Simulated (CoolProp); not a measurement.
Vapour-liquid equilibrium of n-hexane (1) + cyclohexane (2) at 58.25 °C; x and y are mole fractions of (1).

The numbers come from the multi-fluid Helmholtz-energy mixture model, Thol 2019 and Zhou 2014; pair parameters Bell 2016 in CoolProp.

```
x     bubble pressure, mixture model (MPa)  bubble pressure, Raoult's law (MPa)  y, mixture model  y, Raoult's law
----  ------------------------------------  -----------------------------------  ----------------  ---------------
0.05                            (withheld)                              0.05002        (withheld)            0.072
0.2                                0.05467                              0.05350        (withheld)            0.269
0.35                               0.05846                              0.05698             0.446            0.443
0.5                                0.06191                              0.06046             0.591            0.596
0.65                            (withheld)                              0.06394             0.723            0.733
0.8                                0.06817                              0.06741        (withheld)            0.855
0.95                               0.07110                              0.07089             0.962            0.966
```

Q: What belongs in the gaps?

A: 
- 0.05, bubble pressure, mixture model (MPa): 0.05042
- 0.05, y, mixture model: 0.078
- 0.2, y, mixture model: 0.279
- 0.65, bubble pressure, mixture model (MPa): 0.06512
- 0.8, y, mixture model: 0.846

The largest gap from Raoult's law is +2.6 % in bubble pressure, at x = 0.35. No azeotrope shows between x = 0.05 and 0.95.

The pair parameters rest on a limited set of measurements; away from them the model extrapolates.
